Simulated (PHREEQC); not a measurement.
Solution (20 °C): 1.4 mmol/kgw NaHSO4 and 0.048 mmol/kgw NaOH. Closed to the air; pH follows from the charge balance.

All values are PHREEQC results (ion-association model, phreeqc.dat), not measurements.

This is a speciation only: nothing precipitates in the calculation.

What pH, specific conductance does the model give?

pH 2.93; specific conductance 602 µS/cm.

In which forms is S present?

SO4-2 92 %, HSO4- 7.7 % of the S.
